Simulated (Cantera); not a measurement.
Transport properties of process gases

Gas mixture: NO : H2O = 0.96 : 0.076 (molar parts), at 0.0711 atm, frozen composition.

Cantera's kinetic-theory transport with the Lennard-Jones parameters of GRI-Mech 3.0, ideal gas; thermal conductivity in the mixture-averaged form. Polar gases are described roughly by these parameters. The composition is frozen, though it would react at the higher temperatures.

| T (K) | ρ (kg/m³) | cp (J/kg/K) | μ (µPa s) | λ (mW/m/K) | Pr | D (cm²/s) CH3 | D (cm²/s) H2 | D (cm²/s) N2 |
|---|---|---|---|---|---|---|---|---|
| 400 | 0.0631 | 1040 | 22.5 | 32.7 | 0.714 | 5.25 | 18.0 | 4.82 |
| 600 | 0.0420 | 1085 | 30.0 | 46.1 | 0.707 | 10.6 | 35.6 | 9.66 |
| 800 | 0.0315 | 1140 | 36.6 | 59.1 | 0.707 | 17.3 | 57.5 | 15.7 |
| 1000 | 0.0252 | 1185 | 42.6 | 71.5 | 0.706 | 25.2 | 83.3 | 22.8 |
| 1200 | 0.0210 | 1217 | 48.1 | 83.2 | 0.704 | 34.2 | 113 | 30.9 |
| 1400 | 0.0180 | 1244 | 53.3 | 94.4 | 0.702 | 44.2 | 146 | 40.0 |
| 1600 | 0.0158 | 1266 | 58.2 | 105 | 0.702 | 55.2 | 182 | 49.9 |
| 1800 | 0.0140 | 1284 | 63.0 | 115 | 0.701 | 67.2 | 221 | 60.7 |
| 2000 | 0.0126 | 1299 | 67.5 | 125 | 0.701 | 80.0 | 263 | 72.2 |
D: mixture-averaged diffusion coefficient of that species in the mixture.
